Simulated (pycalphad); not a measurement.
Computed with pycalphad from the COST 507 light-alloy database (1999), at 1 atm. The data set is of 1999 and partly superseded. Phase fractions are per mole of atoms. Diffusion is slow at the low end, where real alloys seldom reach equilibrium.

### Question
Give the equilibrium state of Ti-1.52Hf-1.4B (at.%) at 1277 °C.

### Answer
bcc, fraction 0.976, with 1.6 Hf, 0.19 B at.%; BM, fraction 0.024, with 0.13 Hf, 50.0 B at.%.

### Question
Give the equilibrium state of Ti-1.52Hf-1.4B (at.%) at 577 °C.

### Answer
hcp, fraction 0.973, with 1.6 Hf, 0.07 B at.%; BM, fraction 0.027, with 0.07 Hf, 50.0 B at.%.

Database names, with the compositions (at.%) that they take in these runs: BM: Ti 50 B 50.
